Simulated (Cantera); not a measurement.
An isothermal, constant-pressure homogeneous reactor starts with H2 : O2 : N2 : H2O = 0.0074 : 1 : 0.4 : 0.11 (molar parts), equivalence ratio 0.0037, at 1175 K and 10.00 Torr.

Detailed kinetics in Cantera: GRI-Mech 3.0 (53 species, 325 reactions). Radical loss at walls, strong at low pressure, is not modelled.

x: mole fraction; the columns are a selection and need not sum to one.

| t (s) | x H2 | x O2 | x H2O2 | x OH | x NO | x O |
|---|---|---|---|---|---|---|
| 2.00e-5 | 0.00488 | 0.659 | <1e-12 | 7.45e-12 | <1e-12 | 4.67e-12 |
| 0.000100 | 0.00488 | 0.659 | <1e-12 | 9.75e-11 | <1e-12 | 8.46e-11 |
| 0.000502 | 0.00488 | 0.659 | <1e-12 | 9.40e-10 | <1e-12 | 9.35e-10 |
| 0.00252 | 0.00488 | 0.659 | 2.70e-12 | ___ | <1e-12 | 1.87e-8 |
| 0.0126 | 0.00433 | 0.659 | 7.99e-9 | ___ | <1e-12 | 0.000341 |
| 0.0632 | 0.000103 | 0.656 | 9.23e-8 | ___ | 2.01e-9 | 0.00162 |
| 0.317 | 1.51e-5 | 0.658 | 4.36e-8 | ___ | 2.89e-9 | 0.000239 |
| 1.59 | 1.28e-6 | 0.658 | 1.06e-8 | ___ | 3.09e-9 | 2.07e-5 |
| 7.96 | 1.43e-7 | 0.658 | 2.08e-9 | ___ | 3.19e-9 | 2.36e-6 |
| 39.9 | 2.23e-8 | 0.658 | 4.19e-10 | ___ | 3.25e-9 | 3.70e-7 |
| 200 | 6.77e-9 | 0.658 | 1.48e-10 | ___ | 3.30e-9 | 1.12e-7 |

### Question
Complete the blanks.

### Answer

- 0.00252, x OH: 1.65e-8
- 0.0126, x OH: 0.000279
- 0.0632, x OH: 0.000912
- 0.317, x OH: 0.000352
- 1.59, x OH: 0.000104
- 7.96, x OH: 3.50e-5
- 39.9, x OH: 1.38e-5
- 200, x OH: 7.63e-6
